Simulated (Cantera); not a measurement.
A freely propagating, adiabatic, planar premixed flame of CO : H2 : CH4 : O2 : N2 = 1 : 0.065 : 0.053 : 0.58 : 2.18 (molar parts), equivalence ratio 1.1, unburnt at 423 K and 100.0 Torr; mixture-averaged transport, grid criteria slope 0.08 and curve 0.16, no radiation.

Computed with Cantera and GRI-Mech 3.0 (53 species, 325 reactions). Burning velocities carry a grid error of a few per cent, more on coarse grids.

**Question.** Predict: laminar burning velocity; thermal thickness; peak x(CH2).

**Answer.** 
```json
{
 "laminar_burning_velocity": "125 cm/s",
 "thermal_thickness": "5.65 mm",
 "peak x(CH2)": "3.55e-7"
}
```
